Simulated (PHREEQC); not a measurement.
Model water analysis in mmol/kgw, 20 °C, pH 7.53, pe 10.5:

```csv
constituent,mmol/kgw
Na,1.66
K,0.0885
Ca,1.19
Mg,0.442
Cl,1.86
S(6),0.794
Alkalinity (meq/kgw),1.71
B,0.00116
Sr,0.00778
```

Valence states are taken as typed.

Computed with PHREEQC (ion-association model, phreeqc.dat).

```json
{
 "ionic_strength": "0.00709 mol/kgw",
 "specific_conductance": "482 µS/cm",
 "charge_balance_error": "-1.3 %"
}
```

```tsv
species	molality	activity	log γ
Cl-	0.00186	0.00170	-0.039
HCO3-	0.00168	0.00154	-0.037
Na+	0.00166	0.00152	-0.038
Ca+2	0.00111	0.000786	-0.148
SO4-2	0.000694	0.000491	-0.150
Mg+2	0.000407	0.000290	-0.146
CO2	0.000109	0.000109	0.001
K+	8.82e-5	8.07e-5	-0.039
CaSO4	6.60e-5	6.61e-5	0.001
MgSO4	2.93e-5	2.93e-5	0.001
CaHCO3+	1.54e-5	1.42e-5	-0.037
Sr+2	7.20e-6	5.12e-6	-0.148
MgHCO3+	5.59e-6	5.12e-6	-0.038
```

Precipitation was switched off in this run.
